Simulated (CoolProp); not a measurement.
Model: reference Helmholtz-energy equation of state, Span 2000, in CoolProp.

**Question.** Give the vapour pressure (MPa), liquid cp (kJ/(kg K)), liquid viscosity (µPa s) of saturated nitrogen at 110.3 K.

**Answer.** 
```
T (K)  p (MPa)  liquid cp (kJ/(kg K))  liquid viscosity (µPa s)
-----  -------  ---------------------  ------------------------
110.3     1.49                   2.76                      55.5
```

Viscosity comes from a separate model (Lemmon 2004).
